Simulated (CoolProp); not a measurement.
Vapour pressure (kPa) of CH3F (R41): the reference equation beside estimates from Tc = 44.1 °C, pc = 5906 kPa, ω = 0.200. Clausius-Clapeyron is anchored at -102.45 °C with a constant enthalpy of vaporisation of 17.66 kJ/mol.

Values from CoolProp's reference Helmholtz-energy equation of state, Lemmon 2006. It is a short technical equation, of lower accuracy than the large ones.

```csv
T (°C),reference,Clausius-Clapeyron,van der Waals,Redlich-Kwong
-102.45,21.71,21.71,265.3,34.85
-96.45,33.31,33.13,329.1,52.86
-90.35,49.83,49.49,404.3,77.96
-84.25,72.40,72.03,490.6,111.4
-78.15,102.5,102.4,588.6,155.0
-72.05,141.7,142.5,699.2,210.3
-65.95,191.8,194.5,822.8,279.3
-59.95,253.6,259.5,957.9,362.2
-53.85,331.2,342.5,1110,463.7
-47.75,425.9,445.1,1276,584.3
-41.65,539.9,570.6,1458,725.9
-35.55,675.6,722.2,1656,890.4
-29.45,835.7,903.4,1871,1080
```

Absolute difference from the reference over all 13 rows, mean and median: Clausius-Clapeyron 2.7 and 1.4 %, van der Waals 434.4 and 329.0 %, Redlich-Kwong 45.4 and 45.6 %.
